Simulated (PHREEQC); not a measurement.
**Nickel, zinc or cadmium bath: an equilibrium model**

Dissolve 1.5 mmol/kgw CdCl2, 1 mmol/kgw NaHF2 and 170 mmol/kgw FeSO4 at 25 °C. Closed to the air; pH follows from the charge balance.

Computed with PHREEQC (ion-association model, phreeqc.dat).

The pH is 3.79 and the ionic strength comes out as 0.354 mol/kgw. The specific conductance comes out as 13300 µS/cm. The density is 1.022 g/cm³. The total alkalinity is -1.00 meq/kg.

```json
[
 {"species": "Fe+2", "molality": "0.0882", "activity": "0.0244", "log γ": "-0.559"},
 {"species": "SO4-2", "molality": "0.0865", "activity": "0.0204", "log γ": "-0.628"},
 {"species": "FeSO4", "molality": "0.0813", "activity": "0.0882", "log γ": "0.035"},
 {"species": "Cl-", "molality": "0.00288", "activity": "0.00194", "log γ": "-0.172"},
 {"species": "F-", "molality": "0.00146", "activity": "0.000963", "log γ": "-0.180"},
 {"species": "Na+", "molality": "0.000906", "activity": "0.000656", "log γ": "-0.140"},
 {"species": "CdSO4", "molality": "0.000589", "activity": "0.000639", "log γ": "0.035"},
 {"species": "Cd(SO4)2-2", "molality": "0.000500", "activity": "0.000143", "log γ": "-0.544"},
 {"species": "HSO4-", "molality": "0.000442", "activity": "0.000323", "log γ": "-0.136"},
 {"species": "Cd+2", "molality": "0.000381", "activity": "0.000109", "log γ": "-0.544"},
 {"species": "FeF+", "molality": "0.000321", "activity": "0.000234", "log γ": "-0.136"},
 {"species": "HF", "molality": "0.000217", "activity": "0.000236", "log γ": "0.035"},
 {"species": "H+", "molality": "0.000210", "activity": "0.000163", "log γ": "-0.110"},
 {"species": "FeHSO4+", "molality": "0.000129", "activity": "9.46e-5", "log γ": "-0.136"},
 {"species": "NaSO4-", "molality": "9.41e-5", "activity": "6.70e-5", "log γ": "-0.148"},
 {"species": "FeCl+", "molality": "8.93e-5", "activity": "6.53e-5", "log γ": "-0.136"}
]
```

Precipitation was switched off in this run. Fluoro complexes past AlF4- and FeF3 are missing from the database.
